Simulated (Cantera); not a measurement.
A closed system holds: 1 mol TiO2, 51 mol H2, equilibrated at 8.20 bar.

Equilibrium computed with Cantera from the NASA thermochemical tables; the gas is ideal and each condensed phase is pure. Candidate condensed phases: H2O, Ti, TiO, TiO2, Ti2O3, Ti3O5, Ti4O7; 12 gas species. Mutual solubility and eutectic melting of coexisting phases are not modelled. Condensed phases not in the tables: Magnéli phases beyond Ti4O7. Gases not in the tables: TiO(OH)2. Kinetics and transport are ignored.

log p: log10 of the partial pressure in bar; n: condensed amount in mol.

```tsv
T (K)	log p H2	log p H2O	log p H	log p OH	log p TiO	n TiO2(rutile)	n Ti4O7(s)	n Ti3O5(s)	n Ti3O5(l)
1173	0.91	-2.19	?	<-11	<-11	0.841	0.0398	0	0
1248	0.91	-1.84	?	-10.61	<-11	0.637	0.0907	0	0
1323	0.91	-1.52	?	-9.61	<-11	0.244	0.189	0	0
1398	0.91	-1.40	?	-8.88	<-11	0	0.250	0	0
1473	0.91	-1.40	?	-8.33	<-11	0	0.250	0	0
1548	0.91	-1.28	?	-7.73	<-11	0	0.0269	0.298	0
1623	0.91	-1.27	?	-7.26	-10.93	0	0	0.333	0
1698	0.91	-1.27	?	-6.86	-9.97	0	0	0.333	0
1773	0.91	-1.27	?	-6.48	-9.10	0	0	0.333	0
1848	0.91	-1.27	?	-6.14	-8.30	0	0	0.333	0
1923	0.91	-1.27	?	-5.82	-7.56	0	0	0.333	0
1998	0.91	-1.27	?	-5.52	-6.88	0	0	0.333	0
2073	0.91	-1.27	?	-5.25	-6.27	0	0	0	0.333
2148	0.91	-1.27	?	-5.00	-5.75	0	0	0	0.333
```

Task: What belongs in the gaps?

Result: 
- 1173, log p H: -6.47
- 1248, log p H: -5.87
- 1323, log p H: -5.34
- 1398, log p H: -4.87
- 1473, log p H: -4.44
- 1548, log p H: -4.06
- 1623, log p H: -3.70
- 1698, log p H: -3.38
- 1773, log p H: -3.09
- 1848, log p H: -2.82
- 1923, log p H: -2.57
- 1998, log p H: -2.34
- 2073, log p H: -2.12
- 2148, log p H: -1.92
